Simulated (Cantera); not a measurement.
Input: 1 mol n-butane, 0.73 mol H₂, held at 2277 °C and 0.100 bar.

These are equilibrium values from Cantera (NASA tables, ideal gas, pure condensed phases), not measurements of a reactor. Candidate condensed phases: C, C₆H₆, C₇H₈, C₈H₁₈; 76 gas species. Equilibrium is a limit: real reactors are often held back by kinetics, nucleation or transport.

Base state: H₂ 0.895, H 0.0933, C₂H₂ (acetylene) 0.0119, C₂H 9.88e-5, C₄H₂ 6.55e-5, CH₃ 2.06e-5, CH₄ 1.11e-5, C₂H₂ (vinylidene) 1.09e-5 (mole fractions); condensed: C(graphite).

Task: What changes in the equilibrium state with this change: pressure from 0.100 bar to 21.0 bar?

Result: 
```tsv
species	before	after
H₂	0.895	0.977
C₂H₂ (acetylene)	0.0119	0.0130
H	0.0933	0.00673
CH₄	1.11e-5	0.00278
C₂H₄	6.50e-7	0.000163
C₃	1.07e-5	5.07e-8
C₂H₃ (vinyl)	6.91e-7	1.14e-5
CH₃	2.06e-5	0.000340
C(graphite), mol	3.85	3.83
```
